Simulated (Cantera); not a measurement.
## Thermodynamics of nitride etching, feed Si₃N₄ + H₂ + O₂

Input: 1 mol Si₃N₄, 5.2 mol H₂, 16 mol O₂, at 1373.15 K and 0.00120 bar.

Equilibrium computed with Cantera from the NASA thermochemical tables; the gas is ideal and each condensed phase is pure. Candidate condensed phases: H₂O, Si, SiO₂, Si₂N₂O, Si₃N₄; 35 gas species. The tables hold silica as quartz up to 1696 K and as liquid above; real silica turns to tridymite and cristobalite and melts near 1996 K. Kinetics and transport are ignored.

```json
{
  "x(O₂)": "0.591",
  "x(H₂O)": "0.295",
  "x(N₂)": "0.113",
  "x(NO)": "0.000395",
  "x(OH)": "0.000280",
  "x(O)": "1.37e-5",
  "x(H₂)": "3.29e-6",
  "n(SiO₂(β-quartz))": "3.00 mol",
  "gas_amount": "17.60 mol",
  "log10 activity of Si(s) (absent)": "-22.16"
}
```
